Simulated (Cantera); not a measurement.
## N2O furnace oxynitridation

A perfectly stirred reactor is fed with N2O : H2O = 1 : 0.011 (molar parts), at 1.20 bar; it is held at 1300 K, and followed from long to short residence time.

Model: GRI-Mech 3.0 (53 species, 325 reactions), integrated in Cantera. GRI-Mech 3.0 was tuned for natural gas; its chemistry of N2O as a main component is partial and can be far from experiment. The mechanism lacks the step 2 NO + O2 → 2 NO2, which can matter for NO2 below about 1400 K. The temperature is held fixed by assumption; the heat of reaction is taken as removed at once.

```json
[
 {"τ (s)": "10", "x N2O": "0.0257", "x H2O": "0.00737", "x HO2": "4.99e-8", "x NO2": "0.000361", "x OH": "1.15e-5", "x H2O2": "3.20e-9", "x H": "1.19e-9"},
 {"τ (s)": "4.1", "x N2O": "0.0563", "x H2O": "0.00748", "x HO2": "6.35e-8", "x NO2": "0.000481", "x OH": "1.39e-5", "x H2O2": "4.59e-9", "x H": "1.87e-9"},
 {"τ (s)": "1.6", "x N2O": "0.122", "x H2O": "0.00772", "x HO2": "8.47e-8", "x NO2": "0.000611", "x OH": "1.69e-5", "x H2O2": "6.58e-9", "x H": "2.84e-9"},
 {"τ (s)": "0.63", "x N2O": "0.242", "x H2O": "0.00815", "x HO2": "1.19e-7", "x NO2": "0.000703", "x OH": "2.01e-5", "x H2O2": "9.09e-9", "x H": "4.00e-9"},
 {"τ (s)": "0.25", "x N2O": "0.422", "x H2O": "0.00881", "x HO2": "1.83e-7", "x NO2": "0.000722", "x OH": "2.33e-5", "x H2O2": "1.19e-8", "x H": "5.14e-9"},
 {"τ (s)": "0.096", "x N2O": "0.636", "x H2O": "0.00958", "x HO2": "3.22e-7", "x NO2": "0.000659", "x OH": "2.58e-5", "x H2O2": "1.44e-8", "x H": "6.06e-9"},
 {"τ (s)": "0.038", "x N2O": "0.805", "x H2O": "0.0102", "x HO2": "6.07e-7", "x NO2": "0.000548", "x OH": "2.66e-5", "x H2O2": "1.58e-8", "x H": "6.56e-9"},
 {"τ (s)": "0.015", "x N2O": "0.905", "x H2O": "0.0106", "x HO2": "1.15e-6", "x NO2": "0.000409", "x OH": "2.53e-5", "x H2O2": "1.65e-8", "x H": "6.69e-9"},
 {"τ (s)": "0.0058", "x N2O": "0.955", "x H2O": "0.0107", "x HO2": "2.04e-6", "x NO2": "0.000251", "x OH": "2.22e-5", "x H2O2": "1.91e-8", "x H": "6.49e-9"},
 {"τ (s)": "0.0023", "x N2O": "0.975", "x H2O": "0.0108", "x HO2": "3.14e-6", "x NO2": "0.000118", "x OH": "1.79e-5", "x H2O2": "2.66e-8", "x H": "5.89e-9"},
 {"τ (s)": "0.00090", "x N2O": "0.984", "x H2O": "0.0109", "x HO2": "4.13e-6", "x NO2": "3.75e-5", "x OH": "1.31e-5", "x H2O2": "3.73e-8", "x H": "4.83e-9"}
]
```
x: mole fraction; the columns are a selection and need not sum to one.
